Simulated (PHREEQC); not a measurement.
A solution holds 0.036 mol HF, 0.0022 mol CsF and 0.00036 mol H2SiF6 per kg of water, at 35 °C. Closed to the air; pH follows from the charge balance.

Equilibrium calculation in PHREEQC: ion-association model, wateq4f.dat.

```
quantity                    before    after
------------------------  --------  -------
pH                            2.44     2.03
ionic strength (mol/kgw)   0.00650   0.0128
HF (mol/kgw)                0.0291    0.117
F- (mol/kgw)               0.00485  0.00792
H2F2 (mol/kgw)             0.00153   0.0248
HF2- (mol/kgw)            0.000579  0.00381
SI of Quartz (SiO2)          -5.68    -8.55
```

Q: Which change was made?
A) 0.02 mol/kgw AlCl3 added
B) HF from 0.036 to 0.18 mol/kgw
C) CsF replaced by NaF at the same molality
D) CsF from 0.0022 to 0.011 mol/kgw
E) CsF left out

A: B, HF from 0.036 to 0.18 mol/kgw

This is a speciation only: nothing precipitates in the calculation. wateq4f.dat counts part of the HF as a dimer, H2F2, which phreeqc.dat doesn't know; its constant is uncertain. SiF6-2 is the database's only silicon fluoride.
